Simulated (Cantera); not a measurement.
A closed system holds: 1 mol SiO2, 0.93 mol SiCl4, 0.16 mol O2, held at 777 °C and 11.0 Pa.

Equilibrium computed with Cantera from the NASA thermochemical tables; the gas is ideal and each condensed phase is pure. Candidate condensed phases: Si, SiO2; 15 gas species. Rates play no part.

### Question
What is the equilibrium state?

### Answer
```json
{
 "x(SiCl4)": "0.693",
 "x(Cl2)": "0.268",
 "x(Cl)": "0.0391",
 "n(SiO2(β-quartz))": "1.16 mol",
 "gas_amount": "1.112 mol",
 "log10 activity of Si(s) (absent)": "-21.14"
}
```
